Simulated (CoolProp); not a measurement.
Vapour-liquid equilibrium of propane (1) + R134a (2) at 262.7 K; x and y are mole fractions of (1).

Model: multi-fluid Helmholtz-energy mixture model, Lemmon 2009 and Tillner-Roth 1994; pair parameters Bell 2016, in CoolProp.

| x | bubble pressure (kPa) | y at the bubble point | dew pressure at overall composition x (kPa) | liquid density (mol/L) |
|---|---|---|---|---|
| 0.05 | (withheld) | 0.278 | 206.9 | 12.91 |
| 0.125 | 334.0 | 0.448 | 223.5 | (withheld) |
| 0.2 | 373.1 | 0.524 | 242.7 | 12.60 |
| 0.275 | 395.1 | 0.565 | 265.2 | (withheld) |
| 0.35 | 407.4 | 0.590 | 291.8 | 12.35 |
| 0.425 | 414.4 | 0.608 | 323.3 | 12.26 |
| 0.5 | 418.6 | 0.622 | 360.2 | 12.19 |
| 0.575 | 421.2 | 0.636 | 400.0 | 12.14 |
| 0.65 | 422.2 | 0.653 | 422.2 | 12.12 |
| 0.725 | 421.0 | 0.677 | 413.0 | 12.12 |
| 0.8 | (withheld) | 0.714 | 394.4 | 12.14 |
| 0.875 | (withheld) | 0.774 | 373.7 | (withheld) |
| 0.95 | 372.6 | (withheld) | 353.2 | 12.25 |

What belongs in the gaps?


- 0.05, bubble pressure (kPa): 266.2
- 0.125, liquid density (mol/L): 12.75
- 0.275, liquid density (mol/L): 12.47
- 0.8, bubble pressure (kPa): 415.3
- 0.875, bubble pressure (kPa): 401.4
- 0.875, liquid density (mol/L): 12.18
- 0.95, y at the bubble point: 0.879

y crosses x between x = 0.65 and 0.725: the model has an azeotrope there.

The pair parameters rest on a limited set of measurements; away from them the model extrapolates. With so large a gap from Raoult's law the liquid may split in two, which this calculation doesn't test in full.
